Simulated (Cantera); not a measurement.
Input: 1 mol Al, 0.55 mol HCl, 430 mol H2, at 1098 K and 61.0 Pa.

Cantera equilibrium calculation (NASA polynomials, part measured and part estimated; ideal gas, pure solids and liquids). Candidate condensed phases: Al, AlCl3; 12 gas species. Kinetics and transport are ignored.

Base state: H2 0.999, AlCl 0.00128 (mole fractions); condensed: Al(l).

Q: What changes in the equilibrium state with this change: HCl from 0.55 to 1.5 mol?

A: 
```csv
species,before,after
H2,0.999,0.997
AlCl,0.00128,0.00199
HCl,4.20e-7,0.000595
AlCl3,<1e-9,0.000238
AlCl2,3.92e-8,8.67e-5
"Al(l), mol",0.449,0
```
The tables' values for AlCl2 are old estimates; treat these amounts as uncertain.
